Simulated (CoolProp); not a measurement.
Vapour-liquid equilibrium of R114 (1) + n-heptane (2) at 104.25 °C; x and y are mole fractions of (1).

Values from CoolProp's multi-fluid Helmholtz-energy mixture model, Platzer 1990 and Span 2003; pair parameters Bell 2016. This equation is an older, rougher fit; its heat capacities, sound speeds and derivatives of the liquid may be far off and weren't checked against measurements.

Problem. Give the bubble pressure and the first vapour's composition at x = 0.2, 0.35, 0.95. Is there an azeotrope?

Solution. x = 0.2: 453.6 kPa, y = 0.756; x = 0.35: 674.0 kPa, y = 0.849; x = 0.95: 1458 kPa, y = 0.987. No azeotrope shows between x = 0.05 and 0.95.

Pair parameters are fitted to limited data, so mixtures are less certain than the pure fluids. The gap from Raoult's law changes sign with composition, which may be real or a fault of the pair parameters; it wasn't checked against measurements.
